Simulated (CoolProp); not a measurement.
Vapour-liquid equilibrium of benzene (1) + cyclohexane (2) at 402.6 K; x and y are mole fractions of (1).

Values from CoolProp's multi-fluid Helmholtz-energy mixture model, Thol 2012 and Zhou 2014; pair parameters Bell 2016.

**Question.** Give the bubble pressure and the first vapour's composition at x = 0.05, 0.35, 0.95. Is there an azeotrope?

**Answer.** x = 0.05: 0.3645 MPa, y = 0.065; x = 0.35: 0.3906 MPa, y = 0.381; x = 0.95: 0.3802 MPa, y = 0.937. y crosses x between x = 0.5 and 0.65: the model has an azeotrope there.

The pair parameters rest on a limited set of measurements; away from them the model extrapolates.
